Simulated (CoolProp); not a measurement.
Nitrous oxide at 293.15 K and 1.33 MPa is compressed adiabatically to 8.79 MPa with isentropic efficiency 0.8. Each further row changes one setting.

Computed with CoolProp (reference Helmholtz-energy equation of state, Lemmon 2006). It is a short technical equation, of lower accuracy than the large ones.

| case | work (kJ/kg) | final temperature (K) | final density (kg/m³) |
|---|---|---|---|
| as stated | 146 | 469.8 | 109 |
| efficiency 1 | 117 | 445.6 | 118 |
| efficiency 0.65 | 180 | 498.2 | 100 |
